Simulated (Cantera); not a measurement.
Low-pressure radical oxidation in H2/O2

A perfectly stirred reactor is fed with H2 : O2 = 0.048 : 1 (molar parts), equivalence ratio 0.024, at 950 Pa; it is held at 1225 K, and followed from long to short residence time.

Cantera simulation using GRI-Mech 3.0 (53 species, 325 reactions); the numbers are that mechanism's predictions, not measurements. Radical loss at walls, strong at low pressure, is not modelled. The temperature is held fixed by assumption; the heat of reaction is taken as removed at once.

```
τ (s)       x H2   x O2      x O     x OH   x H2O   x H2O2
------  --------  -----  -------  -------  ------  -------
3.3      9.91e-5  0.950  0.00248  0.00103  0.0461  3.88e-8
1.6     0.000153  0.949  0.00391  0.00129  0.0458  4.45e-8
0.76    0.000237  0.946  0.00611  0.00162  0.0454  4.99e-8
0.36    0.000362  0.943  0.00927  0.00200  0.0447  5.45e-8
0.17    0.000543  0.938   0.0134  0.00243  0.0437  5.83e-8
0.083   0.000788  0.933   0.0179  0.00285  0.0426  6.17e-8
0.040    0.00115  0.928   0.0221  0.00328  0.0412  6.59e-8
0.019    0.00175  0.924   0.0249  0.00374  0.0396  7.32e-8
0.0092   0.00278  0.923   0.0258  0.00425  0.0376  8.55e-8
0.0044   0.00471  0.923   0.0247  0.00487  0.0349  1.05e-7
```
x: mole fraction; the columns are a selection and need not sum to one.
